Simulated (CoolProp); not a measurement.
A single-stage vapour-compression cycle with the fluid: evaporating at 273.15 K (dew point), condensing at 338.15 K (bubble point), superheat 5 K, subcooling 5 K, compressor efficiency 0.65, no pressure losses. The same conditions are run with several fluids, on thermodynamics alone (safety and materials aside).

Values from CoolProp's reference Helmholtz-energy equation of state of each fluid (R1224YDZ: Akasaka 2023; n-butane: Bücker 2006; R1233zd(E): Akasaka 2022; chloromethane (R40): Thol 2014; R1132(E): Akasaka 2024).

| fluid | cooling COP | pressure ratio | discharge temperature (K) | refrigerating effect (kJ/kg) | volumetric capacity (kJ/m³) |
|---|---|---|---|---|---|
| R1224YDZ | 2.05 | 9.13 | 354.4 | 110 | 402 |
| n-butane | [?] | 6.97 | 354.8 | [?] | 660 |
| R1233zd(E) | [?] | [?] | 362.7 | 135 | 377 |
| chloromethane (R40) | 2.16 | 6.16 | 445.2 | 308 | [?] |
| R1132(E) | 1.67 | [?] | 386.3 | 138 | 3590 |

**Question.** Complete the blanks.

**Answer.** 
- n-butane, cooling COP: 2.06
- n-butane, refrigerating effect (kJ/kg): 245
- R1233zd(E), cooling COP: 2.13
- R1233zd(E), pressure ratio: 9.25
- chloromethane (R40), volumetric capacity (kJ/m³): 1860
- R1132(E), pressure ratio: 5.09
